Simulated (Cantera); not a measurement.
Premixed flame

A freely propagating, adiabatic, planar premixed flame of H2 : O2 : N2 = 1 : 0.455 : 1.71 (molar parts), equivalence ratio 1.1, unburnt at 525 K and 2.40 bar; mixture-averaged transport, grid criteria slope 0.08 and curve 0.16, no radiation.

Model: the H2/O2 subset of GRI-Mech 3.0, which has no nitrogen chemistry, integrated in Cantera. The hydrogen kinetics of GRI-Mech 3.0 are dated; newer H2 mechanisms differ, most at raised pressure. Burning velocities carry a grid error of a few per cent, more on coarse grids.

```csv
z (mm),T (K),u (m/s),x H2,x O2,x H2O2,x HO2,x O,x H2O
-0.428,525,6.35,0.316,0.144,<1e-8,<1e-8,<1e-8,<1e-8
-0.285,525,6.35,0.316,0.144,<1e-8,<1e-8,<1e-8,<1e-8
-0.214,525,6.35,0.316,0.144,<1e-8,<1e-8,<1e-8,<1e-8
-0.143,525,6.35,0.316,0.144,<1e-8,1.90e-7,<1e-8,4.24e-7
-0.0713,540,6.48,0.310,0.145,4.72e-6,0.000201,3.24e-6,0.000440
-0.0357,779,9.06,0.273,0.140,5.45e-5,0.000511,0.000239,0.0198
0,1267,14.2,0.179,0.105,1.52e-5,0.000204,0.00381,0.103
0.0357,1619,17.9,0.0928,0.0487,4.22e-6,8.29e-5,0.00880,0.204
0.0713,1795,19.7,0.0646,0.0260,2.42e-6,3.98e-5,0.00970,0.243
0.143,1968,21.4,0.0574,0.0173,1.32e-6,2.22e-5,0.00834,0.261
0.285,2134,23.0,0.0546,0.0132,7.71e-7,1.37e-5,0.00596,0.275
0.571,2282,24.3,0.0502,0.00941,5.13e-7,8.01e-6,0.00376,0.289
1.14,2399,25.3,0.0452,0.00626,3.72e-7,4.53e-6,0.00216,0.302
```
x: mole fraction of selected species; z is measured from the peak of heat release.

The laminar burning velocity is 635 cm/s. The thermal thickness is 0.143 mm and the peak x(H2O2) is 5.48e-5. The peak x(HO2) is 0.000651 and the peak x(O) is 0.00971. The grid points is 107.
